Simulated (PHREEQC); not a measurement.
Solution (25 °C): 11 mmol/kgw CuCl2 and 150 mmol/kgw FeCl3. Closed to the air; pH follows from the charge balance.

The numbers come from PHREEQC with the ion-association model, phreeqc.dat.

Task: The ionic strength comes out as 0.557 mol/kgw. What activity coefficients do CuCl+, Cu+2, Fe+3, FeCl+2, Fe(OH)2+ get?

Result: CuCl+ 0.64, Cu+2 0.24, Fe+3 0.085, FeCl+2 0.21, Fe(OH)2+ 0.69.

This is a speciation only: nothing precipitates in the calculation. Saturation is exceeded, for instance for Hematite (slow to form), Goethite (slow to form); the values hold only as long as no solid forms.
